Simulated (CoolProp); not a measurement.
The fluid at 298.15 K and 1.6 MPa is throttled through a valve to 1.12 MPa with no heat exchange. The same conditions are run with several fluids, on thermodynamics alone (safety and materials aside).

Values from CoolProp's reference Helmholtz-energy equation of state of each fluid (fluoroethane (R161): Wu 2012; dimethyl ether: Wu 2011; n-decane: Lemmon 2006; c-C4F8 (RC318): Platzer 1990; R236FA: Pan 2012). The equations of Platzer and Polt are older, rougher fits.

| fluid | temperature change (K) | final density (kg/m³) |
|---|---|---|
| fluoroethane (R161) | ___ | ___ |
| dimethyl ether | +0.1 | ___ |
| n-decane | ___ | 727 |
| c-C4F8 (RC318) | +0.1 | ___ |
| R236FA | +0.1 | ___ |

Question: Some entries are withheld; supply them.

Answer: 
- fluoroethane (R161), temperature change (K): +0.0
- fluoroethane (R161), final density (kg/m³): 712
- dimethyl ether, final density (kg/m³): 662
- n-decane, temperature change (K): +0.2
- c-C4F8 (RC318), final density (kg/m³): 1500
- R236FA, final density (kg/m³): 1360
